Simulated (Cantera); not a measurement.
## Equilibrium for sublimation and decomposition of ceramics: SiC + C + H2

Feed: 1 mol SiC, 0.037 mol C, 0.13 mol H2, equilibrated at 1.00 bar.

Equilibrium computed with Cantera from the NASA thermochemical tables; the gas is ideal and each condensed phase is pure. Candidate condensed phases: C, C6H6, C7H8, C8H18, Si, SiC; 87 gas species. Gases not in the tables: Si2H6 and higher silanes. The numbers say what is thermodynamically allowed, not how fast it happens.

From 1700 K to 2600 K the condensed part is C(graphite) + SiC(s). The main Si-bearing gas is SiH2 at 1700 K and Si at 2600 K.

```csv
T (K),x H2,x H,x C2H2 (acetylene),x Si,x CH4,n C(graphite),n SiC(s)
1700,0.999,0.000147,7.33e-5,1.01e-8,0.00109,0.0368,1.00
1850,0.999,0.000538,0.000261,1.94e-7,0.000653,0.0368,1.00
2000,0.997,0.00162,0.000766,2.39e-6,0.000422,0.0367,1.000
2150,0.993,0.00420,0.00192,2.06e-5,0.000290,0.0365,1.000
2300,0.986,0.00961,0.00426,0.000134,0.000208,0.0359,1.000
2450,0.970,0.0198,0.00846,0.000689,0.000153,0.0349,1.000
2600,0.942,0.0372,0.0153,0.00293,0.000114,0.0333,0.999
```
x: gas mole fraction; n: condensed amount in mol.
